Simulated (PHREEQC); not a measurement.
Make-up at 20 °C: 6 mmol/kgw KOH. It is in equilibrium with CO2 at log p = -1 (atm). Otherwise closed; pH follows from the charge balance.

Computed with PHREEQC (ion-association model, wateq4f.dat).

Q: The ionic strength comes out as 0.00600 mol/kgw. What activity coefficients do HCO3-, CO3-2, K+ get?

A: HCO3- 0.92, CO3-2 0.73, K+ 0.92.

No solid was allowed to form. Species that the database lacks are ignored.
